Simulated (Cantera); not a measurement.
Standard-state values (1 bar) from the NASA 1993 polynomials, evaluated with Cantera. Values are per mole of reaction as written; species without (g) are pure solids or liquids, kept so even where they would boil at 1 bar.

Q: Between 650 and 1150 K, where is each reaction favourable under standard conditions?
- Cu + 4 CH3OH(g) = 2 H(g) + Cu(OH)2 + 2 C2H5OH(g)

A: 
- Cu + 4 CH3OH(g) = 2 H(g) + Cu(OH)2 + 2 C2H5OH(g): ΔG° is 369 kJ at 650 K and 378 kJ at 1150 K; it stays positive (K < 1). ΔH° is 376 kJ and ΔS° -2 J/K at 1150 K.
